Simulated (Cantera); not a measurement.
A closed system holds: 1 mol V2O3, 17 mol H2, 14 mol N2, held at 1 atm.

Equilibrium computed with Cantera from the NASA thermochemical tables; the gas is ideal and each condensed phase is pure. Candidate condensed phases: H2O, V, VN, VO, V2O3, V2O4, V2O5; 28 gas species. Mutual solubility and eutectic melting of coexisting phases are not modelled. VO: taken at fixed stoichiometry. Condensed phases not in the tables: the oxides between V2O3 and V2O5 other than VO2. Equilibrium is a limit: real reactors are often held back by kinetics, nucleation or transport.

### Question
At 1625 °C, list the 4 most abundant gas species with their mole fractions, and the condensed phases.

### Answer
H2 0.537, N2 0.451, H2O 0.0112, H 0.000569. Condensed: VO(s) + V2O3(s).
